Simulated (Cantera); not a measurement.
An isothermal, constant-pressure homogeneous reactor starts with CH₄ : H₂O : H₂ = 1 : 0.94 : 0.19 (molar parts), at 1275 K and 0.987 atm. Integrator tolerance rtol = 1e-08.

Detailed kinetics in Cantera: GRI-Mech 3.0 (53 species, 325 reactions).

Q: What does this change do: temperature 1275 to 2175 K?

A: 
```tsv
quantity	before	after
x(CH₄) at 70.0 s	0.319 (gas-phase equilibrium 0.0157)	0.000327 (gas-phase equilibrium 0.000327)
x(H₂O) at 70.0 s	0.398 (gas-phase equilibrium 0.000659)	5.15e-6 (gas-phase equilibrium 5.19e-6)
x(H₂) at 70.0 s	0.226 (gas-phase equilibrium 0.750)	0.758 (gas-phase equilibrium 0.758)
x(C₂H₂) at 70.0 s	0.0276 (gas-phase equilibrium 2.70e-6)	0.00716 (gas-phase equilibrium 0.00716)
x(H) at 70.0 s	3.10e-7 (gas-phase equilibrium 6.42e-7)	0.00428 (gas-phase equilibrium 0.00428)
x(HCO) at 70.0 s	4.65e-12 (gas-phase equilibrium 6.93e-10)	2.43e-7 (gas-phase equilibrium 2.43e-7)
```

Q: What does this change do: CH4 1 to 3.6 parts?

A: 
```tsv
quantity	before	after
x(CH₄) at 70.0 s	0.319 (gas-phase equilibrium 0.0157)	0.485 (gas-phase equilibrium 0.362)
x(H₂O) at 70.0 s	0.398 (gas-phase equilibrium 0.000659)	0.170 (gas-phase equilibrium 4.56e-6)
x(H₂) at 70.0 s	0.226 (gas-phase equilibrium 0.750)	0.256 (gas-phase equilibrium 0.483)
x(C₂H₂) at 70.0 s	0.0276 (gas-phase equilibrium 2.70e-6)	0.0424 (gas-phase equilibrium 0.00534)
x(H) at 70.0 s	3.10e-7 (gas-phase equilibrium 6.42e-7)	3.19e-7 (gas-phase equilibrium 5.16e-7)
x(HCO) at 70.0 s	4.65e-12 (gas-phase equilibrium 6.93e-10)	3.08e-12 (gas-phase equilibrium 3.31e-10)
```
GRI-Mech 3.0 stops at C3 and has no aromatics, soot or wall deposition, so with more carbon than oxygen in the feed, carbon stays in small species such as C2H2 where larger ones or solid carbon would form.
